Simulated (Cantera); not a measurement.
An isothermal, constant-pressure homogeneous reactor starts with 26.3 % C₂H₆, 73.7 % N₂, at 1925 K and 100000 Pa.

Detailed kinetics in Cantera: GRI-Mech 3.0 (53 species, 325 reactions). GRI-Mech 3.0 stops at C3 and has no aromatics, soot or wall deposition, so with more carbon than oxygen in the feed, carbon stays in small species such as C2H2 where larger ones or solid carbon would form.

x: mole fraction; the columns are a selection and need not sum to one.

```csv
t (s),x C₂H₆,x CH₄,x CH₂,x HCN,x CH₃,x C₂H,x C₂H₄
0.000200,0.000104,0.0706,2.96e-6,3.45e-6,0.00204,3.13e-6,0.00365
0.000860,4.72e-5,0.0466,2.22e-6,3.87e-6,0.00140,3.44e-6,0.00115
0.00369,?,?,?,?,?,3.78e-6,?
0.0159,6.71e-7,0.00513,3.30e-7,6.82e-6,0.000167,3.99e-6,0.000603
0.0682,1.57e-7,0.00213,1.41e-7,9.47e-6,6.97e-5,4.04e-6,0.000605
0.293,1.45e-7,0.00200,1.34e-7,?,6.57e-5,4.04e-6,0.000605
1.26,1.45e-7,0.00200,1.34e-7,6.98e-5,6.57e-5,4.04e-6,0.000605
5.41,1.45e-7,0.00200,1.33e-7,0.000319,6.56e-5,4.04e-6,0.000605
23.3,1.45e-7,0.00200,1.33e-7,0.00138,6.55e-5,4.02e-6,0.000603
100,1.43e-7,0.00199,1.32e-7,0.00558,6.52e-5,3.97e-6,0.000596
```

### Question
Fill in the missing entries.

### Answer

- 0.00369, x C₂H₆: 7.79e-6
- 0.00369, x CH₄: 0.0184
- 0.00369, x CH₂: 1.05e-6
- 0.00369, x HCN: 5.01e-6
- 0.00369, x CH₃: 0.000580
- 0.00369, x C₂H₄: 0.000658
- 0.293, x HCN: 1.88e-5
